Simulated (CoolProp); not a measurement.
Computed with CoolProp (reference Helmholtz-energy equation of state, Lemmon 2006). It is a short technical equation, of lower accuracy than the large ones.

Question: Give the vapour pressure (kPa), liquid density (kg/m³), enthalpy of vaporisation (kJ/kg), liquid cp (kJ/(kg K)) of saturated neopentane at 104.35 °C.

Answer: 
| T (°C) | p (kPa) | liquid density (kg/m³) | enthalpy of vaporisation (kJ/kg) | liquid cp (kJ/(kg K)) |
|---|---|---|---|---|
| 104.35 | 1220 | 477 | 217 | 2.95 |
